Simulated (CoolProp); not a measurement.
n-nonane along the isotherm 600 K: Z from the reference equation and from simpler models built on Tc = 594.5 K, pc = 2282 kPa, ω = 0.443; each cubic takes its own stable root.

Model: reference Helmholtz-energy equation of state, Lemmon 2006, in CoolProp. It is a short technical equation, of lower accuracy than the large ones.

| p (kPa) | phase | reference | Redlich-Kwong | Peng-Robinson |
|---|---|---|---|---|
| 263 | gas | 0.9599 | 0.9608 | 0.9568 |
| 527 | gas | 0.9169 | 0.9193 | 0.9114 |
| 790 | gas | 0.8708 | 0.8753 | 0.8638 |
| 1050 | gas | 0.8212 | 0.8286 | 0.8138 |
| 1320 | gas | 0.7641 | 0.7755 | 0.7578 |
| 1580 | gas | 0.7018 | 0.7182 | 0.6982 |
| 1840 | gas | 0.6285 | 0.6514 | 0.6301 |
| 2110 | gas | 0.5318 | 0.5623 | 0.5426 |
| 2370 | supercritical | 0.3810 | 0.3973 | 0.4069 |
| 2630 | supercritical | 0.2113 | 0.2740 | 0.2609 |
| 2900 | supercritical | 0.2122 | 0.2752 | 0.2559 |
| 3160 | supercritical | 0.2210 | 0.2839 | 0.2618 |
| 3420 | supercritical | 0.2319 | 0.2952 | 0.2709 |
